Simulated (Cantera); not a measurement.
A perfectly stirred reactor is fed with 8.35 % CO, 6.43 % H₂, 17.2 % O₂, 64.6 % N₂, 3.42 % H₂O, at 1.00 atm; it is adiabatic with a 650 K inlet, and is followed from long to short residence time, starting on the burning branch (τ in s: 0.058, 0.025, 0.011, 0.0046, 0.002, 0.00086, 0.00037, 0.00016, 6.9e-05, 2.9e-05).

Computed with Cantera and GRI-Mech 3.0 (53 species, 325 reactions).

One state of this run: T (K) = 1781; x CO = 0.00132; x H₂ = 0.000275; x O₂ = 0.106; x NO = 1.96e-5; x H₂O = 0.105; x OH = 0.00212. x: mole fraction; the columns are a selection and need not sum to one.

Problem. Which value of τ (s) does it belong to?
A) 0.00037
B) 0.011
C) 0.00086
D) 0.025

Solution. D, 0.025
